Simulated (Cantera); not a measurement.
**NO annealing gas**

A perfectly stirred reactor is fed with 14.7 % NO, 85.3 % N₂, at 1.00 bar; it is held at 1950 K, and followed from long to short residence time.

Computed with Cantera and GRI-Mech 3.0 (53 species, 325 reactions).

```
τ (s)    x NO    x NO₂      x O      x O₂   x N₂    x N₂O
------  -----  -------  -------  --------  -----  -------
0.38    0.131  5.29e-5  4.58e-5   0.00780  0.861  8.02e-6
0.18    0.139  4.36e-5  3.59e-5   0.00379  0.857  9.04e-6
0.082   0.144  3.65e-5  2.94e-5   0.00171  0.855  9.57e-6
0.039   0.145  3.22e-5  2.58e-5  0.000794  0.854  9.76e-6
0.018   0.146  2.93e-5  2.35e-5  0.000348  0.853  9.72e-6
0.0084  0.147  2.67e-5  2.14e-5  0.000146  0.853  9.44e-6
0.0039  0.147  2.31e-5  1.86e-5   5.44e-5  0.853  8.81e-6
```
x: mole fraction; the columns are a selection and need not sum to one.
